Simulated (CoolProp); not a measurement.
Tetradecamethylhexasiloxane (MD4M) along the isobar 4.83 MPa: fugacity coefficient from the reference equation and from simpler models built on Tc = 653.2 K, pc = 0.8286 MPa, ω = 0.800; each cubic takes its own stable root.

Model: reference Helmholtz-energy equation of state, Thol 2019, in CoolProp.

| T (K) | phase | reference | van der Waals | Redlich-Kwong | Soave-Redlich-Kwong | Peng-Robinson |
|---|---|---|---|---|---|---|
| 357.2 | liquid | 5.688e-5 | ? | 0.003678 | 7.973e-5 | 8.930e-5 |
| 367.8 | liquid | 0.0001106 | 0.04525 | 0.005062 | 0.0001477 | 0.0001615 |
| 378.5 | liquid | 0.0002055 | ? | 0.006822 | 0.0002633 | 0.0002816 |
| 389.1 | liquid | 0.0003622 | 0.05806 | 0.008976 | 0.0004483 | 0.0004702 |
| 399.7 | liquid | 0.0006120 | 0.06506 | 0.01158 | 0.0007360 | 0.0007583 |
| 410.3 | liquid | 0.0009950 | 0.07245 | 0.01469 | 0.001168 | 0.001185 |
| 420.9 | liquid | 0.001562 | 0.08024 | 0.01834 | 0.001799 | 0.001798 |
| 431.6 | liquid | 0.002383 | 0.08847 | 0.02261 | 0.002702 | ? |
| 442.2 | liquid | ? | 0.09699 | 0.02745 | 0.003940 | 0.003840 |
| 452.8 | liquid | 0.005049 | 0.1058 | 0.03292 | 0.005607 | 0.005408 |
| 463.4 | liquid | 0.007074 | 0.1150 | 0.03904 | 0.007805 | 0.007455 |
| 474 | liquid | 0.009687 | 0.1245 | 0.04583 | 0.01064 | 0.01008 |
| 484.7 | liquid | 0.01302 | 0.1344 | 0.05335 | 0.01427 | 0.01341 |
| 495.3 | liquid | 0.01712 | 0.1444 | 0.06148 | 0.01875 | 0.01750 |
| 505.9 | liquid | 0.02212 | 0.1547 | 0.07027 | 0.02424 | 0.02248 |

Q: What belongs in the gaps?

A: 
- 357.2, van der Waals: 0.03951
- 378.5, van der Waals: 0.05147
- 431.6, Peng-Robinson: 0.002665
- 442.2, reference: 0.003516
